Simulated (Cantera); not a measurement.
Cantera run:

```python
import numpy as np
import cantera as ct

gas_names = """
    H HNO HNO2 HNO3 HO2 H2 H2O H2O2 N NH NH2 NH3 NH2OH NO NO2 NO3 N2 N2H2 N2H4 N2O O OH O2 O3 Si SiH
    SiH2 SiH3 SiH4 SiN SiO SiO2 Si2 Si2N Si3
""".split()
cond_names = """
    H2O(s) H2O(L) Si(cr) Si(L) SiO2(Lqz) SiO2(hqz) SiO2(L) Si2N2O(s) Si3N4(a)
""".split()


def load(file, names, dense=False):
    # The tables refer to 1 bar. Condensed volumes are neglected.
    table = {s.name: s for s in ct.Species.list_from_file(file)}
    out = []
    for n in names:
        d = dict(table[n].input_data)
        d["thermo"] = dict(d["thermo"], **{"reference-pressure": 1e5})
        if dense:
            d["equation-of-state"] = {"model": "constant-volume", "density": "1e6 g/cm^3"}
        out.append(ct.Species.from_dict(d))
    return out


gas = ct.Solution(thermo="ideal-gas", species=load("nasa_gas.yaml", gas_names))
cond = {s.name: ct.Solution(thermo="fixed-stoichiometry", species=[s], name=s.name)
        for s in load("nasa_condensed.yaml", cond_names, dense=True)}
atoms = {
    'Si3N4': {'Si': 3, 'N': 4},
    'N2O': {'N': 2, 'O': 1},
    'H2': {'H': 2},
}
top_T = {'Si2N2O(s)': 2100, 'Si3N4(a)': 2400}  # K; cautious upper limits of use, not melting points


def equilibrate(T, P, feed):
    n = {}
    for name, mol in feed.items():
        for a, k in atoms[name].items():
            n[a] = n.get(a, 0.0) + k * mol
    gas.TPX = T, P, n
    mass = sum(n.values()) * gas.mean_molecular_weight
    gas.equilibrate("TP")
    valid = [c for c in cond.values() if c.min_temp <= T <= top_T.get(c.name, c.max_temp)]
    mix = ct.Mixture([(gas, mass / gas.mean_molecular_weight)] + [(c, 0.0) for c in valid])
    mix.T, mix.P = T, P
    mix.equilibrate("TP", solver="vcs", rtol=1e-11, max_steps=5000)
    return mix


results = []
feed = {'Si3N4': 1, 'N2O': 0.015, 'H2': 360}  # mol
P = 10  # Pa
for T in [1300, 1400, 1500, 1600, 1700, 1800, 1900, 2000, 2100, 2200]:
    mix = equilibrate(T, P, feed)
    results.append((T, P, feed, dict(zip(mix.species_names, mix.species_moles))))
    x = sorted(zip(gas.X, gas.species_names), reverse=True)
    print(f"T = {T:g} K  P = {P:g} Pa  gas = {mix.phase_moles(0):.4g} mol")
    print("   x: " + "  ".join(f"{s} {v:.3e}" for v, s in x if v > 1e-05))
    print("   condensed (mol): " + ("  ".join(f"{mix.phase(i).name} {mix.phase_moles(i):.4g}"
          for i in range(1, mix.n_phases) if mix.phase_moles(i) > 1e-12) or "none"))
```

Output:

```
T = 1300 K  P = 10 Pa  gas = 361.8 mol
   x: H2 9.949e-01  N2 4.977e-03  H 1.103e-04  SiO 3.110e-05
   condensed (mol): Si(cr) 2.665  Si2N2O(s) 0.003747  Si3N4(a) 0.1053
T = 1400 K  P = 10 Pa  gas = 362.1 mol
   x: H2 9.939e-01  N2 5.564e-03  H 4.849e-04  SiO 4.142e-05
   condensed (mol): Si(cr) 2.982
T = 1500 K  P = 10 Pa  gas = 362.4 mol
   x: H2 9.925e-01  N2 5.560e-03  H 1.754e-03  Si 1.052e-04  SiO 4.139e-05
   condensed (mol): Si(cr) 2.945
T = 1600 K  P = 10 Pa  gas = 363.4 mol
   x: H2 9.880e-01  N2 5.544e-03  H 5.404e-03  Si 9.751e-04  SiO 4.128e-05  SiH 2.112e-05
   condensed (mol): Si(cr) 2.618
T = 1700 K  P = 10 Pa  gas = 367.2 mol
   x: H2 9.730e-01  H 1.453e-02  Si 6.786e-03  N2 5.483e-03  SiH 1.036e-04  SiO 4.085e-05  Si2 2.975e-05  SiH2 1.381e-05
   condensed (mol): Si(L) 0.4148
T = 1800 K  P = 10 Pa  gas = 371.5 mol
   x: H2 9.516e-01  H 3.493e-02  Si 7.910e-03  N2 5.422e-03  SiH 8.802e-05  SiO 4.038e-05  Si2 1.190e-05
   condensed (mol): none
T = 1900 K  P = 10 Pa  gas = 379.4 mol
   x: H2 9.110e-01  H 7.574e-02  Si 7.790e-03  N2 5.310e-03  SiH 6.454e-05  SiO 3.954e-05
   condensed (mol): none
T = 2000 K  P = 10 Pa  gas = 394.4 mol
   x: H2 8.384e-01  H 1.489e-01  Si 7.517e-03  N2 5.109e-03  SiH 4.669e-05  SiO 3.804e-05
   condensed (mol): none
T = 2100 K  P = 10 Pa  gas = 420.7 mol
   x: H2 7.231e-01  H 2.650e-01  Si 7.059e-03  N2 4.789e-03  SiO 3.565e-05  SiH 3.257e-05
   condensed (mol): none
T = 2200 K  P = 10 Pa  gas = 463.1 mol
   x: H2 5.656e-01  H 4.236e-01  Si 6.423e-03  N2 4.351e-03  SiO 3.239e-05  SiH 2.138e-05
   condensed (mol): none
```

Method: chemical equilibrium by Gibbs-energy minimisation in Cantera with the NASA 1993 tables (ideal gas, pure condensed phases). Mutual solubility and eutectic melting of coexisting phases are not modelled. Gases not in the tables: Si2H6 and higher silanes.
